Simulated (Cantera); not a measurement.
A Cantera script and its output.

```python
import numpy as np
import cantera as ct

gas = ct.Solution("gri30.yaml")
gas.TPX = 1250, 100000, {'CH4': 0.0025, 'O2': 0.0055, 'N2': 1}
reactor = ct.IdealGasConstPressureReactor(gas, energy="off", clone=False)
net = ct.ReactorNet([reactor])
net.rtol, net.atol = 1e-08, 1e-18
show = ['CH4', 'O2', 'H2O2', 'NO', 'C2H4']
times = np.geomspace(2e-05, 90, 15)

steps = ct.SolutionArray(gas, extra=["t"])
rows = []
print(f"{'t/s':>10s}{'T/K':>9s}{'P/Pa':>11s}" + "".join(f"{s:>11s}" for s in show))
for t in times:
    while net.time < t:
        t_next = net.step()
        steps.append(gas.state, t=t_next)
    rows.append([np.interp(t, steps.t, y) for y in (steps.T, steps.P, *steps(*show).X.T)])
    print(f"{t:10.3e}{rows[-1][0]:9.1f}{rows[-1][1]:11.4g}" + "".join(f"{x:11.3e}" for x in rows[-1][2:]))
rate = np.gradient(steps.T, steps.t)
print("integrator steps:", len(steps.t))
if steps.T.max() > steps.T[0] + 200:
    print(f"time of steepest temperature rise: {steps.t[rate.argmax()]:.4e} s")
gas.TPX = 1250, 100000, {'CH4': 0.0025, 'O2': 0.0055, 'N2': 1}
gas.equilibrate("TP")
print(f"equilibrium (TP): T = {gas.T:.1f} K  " + "  ".join(f"{s} {gas[s].X[0]:.3e}" for s in show))
```

Output:

```
       t/s      T/K       P/Pa        CH4         O2       H2O2         NO       C2H4
 2.000e-05   1250.0      1e+05  2.480e-03  5.456e-03  7.562e-15  1.165e-21  1.990e-20
 5.974e-05   1250.0      1e+05  2.480e-03  5.456e-03  6.062e-14  2.119e-20  1.096e-18
 1.784e-04   1250.0      1e+05  2.480e-03  5.456e-03  4.019e-13  1.918e-19  5.443e-17
 5.330e-04   1250.0      1e+05  2.480e-03  5.456e-03  1.850e-12  8.519e-19  2.043e-15
 1.592e-03   1250.0      1e+05  2.480e-03  5.456e-03  5.991e-12  3.222e-18  6.626e-14
 4.755e-03   1250.0      1e+05  2.480e-03  5.456e-03  1.495e-11  1.377e-17  2.277e-12
 1.420e-02   1250.0      1e+05  2.480e-03  5.456e-03  2.401e-11  7.633e-17  9.390e-11
 4.243e-02   1250.0      1e+05  2.479e-03  5.456e-03  2.215e-11  5.408e-16  3.594e-09
 1.267e-01   1250.0      1e+05  2.475e-03  5.453e-03  3.584e-11  3.530e-15  5.640e-08
 3.785e-01   1250.0      1e+05  2.449e-03  5.438e-03  1.164e-10  2.750e-14  8.496e-07
 1.131e+00   1250.0      1e+05  2.064e-03  5.201e-03  6.160e-10  2.204e-12  5.348e-05
 3.377e+00   1250.0      1e+05  5.285e-25  4.955e-04  4.167e-11  6.328e-07  4.662e-41
 1.009e+01   1250.0      1e+05  1.327e-25  4.956e-04  8.771e-12  6.339e-07  9.132e-42
 3.013e+01   1250.0      1e+05 -7.134e-24  4.956e-04  4.384e-12  6.341e-07 -1.260e-36
 9.000e+01   1250.0      1e+05  6.692e-27  4.956e-04  4.069e-12  6.342e-07 -3.573e-41
integrator steps: 2884
equilibrium (TP): T = 1250.0 K  CH4 9.395e-35  O2 4.883e-04  H2O2 4.038e-12  NO 1.535e-05  C2H4 1.763e-54
```

Cantera simulation using GRI-Mech 3.0 (53 species, 325 reactions); the numbers are that mechanism's predictions, not measurements.
